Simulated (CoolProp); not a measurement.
Vapour-liquid equilibrium of R113 (1) + n-heptane (2) at 331.6 K; x and y are mole fractions of (1).

Values from CoolProp's multi-fluid Helmholtz-energy mixture model, Marx 1992 and Span 2003; pair parameters Bell 2016.

```json
[
 {"x": "0.05", "bubble pressure, mixture model (MPa)": "0.03410", "bubble pressure, Raoult's law (MPa)": "0.03226", "y, mixture model": "0.259", "y, Raoult's law": "0.222"},
 {"x": "0.2", "bubble pressure, mixture model (MPa)": "…", "bubble pressure, Raoult's law (MPa)": "0.04979", "y, mixture model": "0.611", "y, Raoult's law": "0.575"},
 {"x": "0.35", "bubble pressure, mixture model (MPa)": "0.07522", "bubble pressure, Raoult's law (MPa)": "0.06731", "y, mixture model": "0.757", "y, Raoult's law": "0.745"},
 {"x": "0.5", "bubble pressure, mixture model (MPa)": "0.09238", "bubble pressure, Raoult's law (MPa)": "0.08484", "y, mixture model": "…", "y, Raoult's law": "0.844"},
 {"x": "0.65", "bubble pressure, mixture model (MPa)": "0.1080", "bubble pressure, Raoult's law (MPa)": "0.1024", "y, mixture model": "…", "y, Raoult's law": "0.910"},
 {"x": "0.8", "bubble pressure, mixture model (MPa)": "0.1228", "bubble pressure, Raoult's law (MPa)": "0.1199", "y, mixture model": "0.942", "y, Raoult's law": "0.956"},
 {"x": "0.95", "bubble pressure, mixture model (MPa)": "0.1380", "bubble pressure, Raoult's law (MPa)": "0.1374", "y, mixture model": "0.985", "y, Raoult's law": "0.990"}
]
```

Problem. Fill in the missing entries.

Solution. 
- 0.2, bubble pressure, mixture model (MPa): 0.05584
- 0.5, y, mixture model: 0.840
- 0.65, y, mixture model: 0.897

The largest gap from Raoult's law is +12.2 % in bubble pressure, at x = 0.2. No azeotrope shows between x = 0.05 and 0.95.

The pair parameters rest on a limited set of measurements; away from them the model extrapolates.
